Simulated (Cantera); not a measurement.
Charge: 1 mol C2H4, 0.19 mol NH3, 44 mol H2, equilibrated at 427 °C.

Equilibrium computed with Cantera from the NASA thermochemical tables; the gas is ideal and each condensed phase is pure. Candidate condensed phases: C, C6H6, C7H8, C8H18; 92 gas species. The ideal-gas law is rough above about 30 bar. Rates play no part.

log p: log10 of the partial pressure in bar; n: condensed amount in mol.

| P (Pa) | log p H2 | log p CH4 | log p NH3 | log p N2 | log p C2H6 | n C(graphite) |
|---|---|---|---|---|---|---|
| 10 | -4.00 | -7.07 | -11.37 | -6.69 | -15.51 | 1.96 |
| 100 | -3.00 | -5.08 | -9.38 | -5.69 | -12.52 | 1.62 |
| 1000 | … | … | … | … | … | 0 |
| 10000 | -1.02 | -2.35 | -5.40 | -3.67 | -9.03 | 0 |
| 100000 | -0.02 | -1.35 | -3.42 | -2.71 | -8.03 | 0 |
| 1000000 | … | … | … | … | … | 0 |
| 10000000 | 1.98 | 0.66 | -0.37 | -2.62 | -6.03 | 0 |

Question: Fill in the missing entries.

Answer: 
- 1000, log p H2: -2.02
- 1000, log p CH4: -3.35
- 1000, log p NH3: -7.39
- 1000, log p N2: -4.67
- 1000, log p C2H6: -10.03
- 1000000, log p H2: 0.98
- 1000000, log p CH4: -0.35
- 1000000, log p NH3: -1.59
- 1000000, log p N2: -2.06
- 1000000, log p C2H6: -7.03
